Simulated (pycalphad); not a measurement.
An equivalent pycalphad script:

```python
from pycalphad import Database, equilibrium, calculate, variables as v
import numpy as np
db = Database('COST507.tdb')
comps = ['AL', 'SN', 'SI', 'VA']
phases = ['BCT_A5', 'DIAMOND_A4', 'FCC_A1', 'LIQUID']
eq = equilibrium(db, comps, phases, {v.X('SN'): 0.0131, v.X('SI'): 0.0793, v.T: np.arange(1850, 499, -50), v.P: 101325, v.N: 1}, output=['HM', 'SM'])
```

All values are pycalphad results on the COST 507 light-alloy database (1999) (1 atm), not direct measurements. The data set is of 1999 and partly superseded. The system is extrapolated from its subsystems; higher-order compounds may be missing. Amounts are mole fractions of atoms.

Results at three of the temperatures:

```
T = 1850.00 K, P = 101325 Pa, N = 1 mol of atoms
G = -118721 J/mol, H = 59815 J/mol, S = 96.51 J/(mol K)  (SER reference)
chemical potentials (J/mol): Al -115967, Sn -221195, Si -133310
phase             fraction      x(Al)      x(Sn)      x(Si)
LIQUID              1.0000     0.9076     0.0131     0.0793
```

```
T = 1500.00 K, P = 101325 Pa, N = 1 mol of atoms
G = -86054 J/mol, H = 48842 J/mol, S = 89.93 J/(mol K)  (SER reference)
chemical potentials (J/mol): Al -84206, Sn -166492, Si -93916
phase             fraction      x(Al)      x(Sn)      x(Si)
LIQUID              1.0000     0.9076     0.0131     0.0793
```

```
T = 1450.00 K, P = 101325 Pa, N = 1 mol of atoms
G = -81584 J/mol, H = 47274 J/mol, S = 88.87 J/(mol K)  (SER reference)
chemical potentials (J/mol): Al -79868, Sn -158856, Si -88460
phase             fraction      x(Al)      x(Sn)      x(Si)
LIQUID              1.0000     0.9076     0.0131     0.0793
```

Changes of the phase set, refined by bisection:

```json
[
 {"T (K)": "872.0", "phases above": "LIQUID", "phases below": "FCC_A1 + LIQUID"},
 {"T (K)": "842.5", "phases above": "FCC_A1 + LIQUID", "phases below": "DIAMOND_A4 + FCC_A1 + LIQUID"},
 {"T (K)": "502.4", "phases above": "DIAMOND_A4 + FCC_A1 + LIQUID", "phases below": "BCT_A5 + DIAMOND_A4 + FCC_A1"}
]
```

FCC_A1 is fcc; DIAMOND_A4 is diamond (Si); BCT_A5 is bct (Sn).
